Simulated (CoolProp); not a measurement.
Values from CoolProp's reference Helmholtz-energy equation of state, Thol 2015.

### Question
For octamethylcyclotetrasiloxane (D4), give the phase and the Z, cp (kJ/(kg K)), speed of sound (m/s), isothermal compressibility (1/MPa) at 346.85 °C and 4.66 bar.

### Answer
- 346.85 °C and 4.66 bar: gas; Z 0.895, cp 2.07, speed of sound 119, isothermal compressibility 2.41
